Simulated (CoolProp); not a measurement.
A single-stage vapour-compression cycle with R407C: evaporating at 271.15 K (dew point), condensing at 325.15 K (bubble point), superheat 5 K, subcooling 2 K, compressor efficiency 0.8, no pressure losses. Each further row changes one setting.

Values from CoolProp's reference Helmholtz-energy equation of state, Lemmon 2003. It is a pseudo-pure fit of the blend.

| case | cooling COP | pressure ratio | discharge temperature (K) | refrigerating effect (kJ/kg) | volumetric capacity (kJ/m³) |
|---|---|---|---|---|---|
| as stated | 2.56 | 5.40 | 359.2 | 136 | 2430 |
| evaporating temperature 276.15 K | 2.92 | 4.54 | ? | 139 | 2940 |
| condensing temperature 320.15 K | 2.92 | ? | 352.9 | 145 | ? |
| subcooling 7 K | ? | 5.40 | 359.2 | 145 | ? |
| superheat 15 K | 2.59 | 5.40 | 369.5 | 145 | 2470 |
| compressor efficiency 0.7 | 2.24 | 5.40 | 365.6 | 136 | 2430 |

Question: What belongs in the gaps?

Answer: 
- evaporating temperature 276.15 K, discharge temperature (K): 356.5
- condensing temperature 320.15 K, pressure ratio: 4.81
- condensing temperature 320.15 K, volumetric capacity (kJ/m³): 2580
- subcooling 7 K, cooling COP: 2.72
- subcooling 7 K, volumetric capacity (kJ/m³): 2590
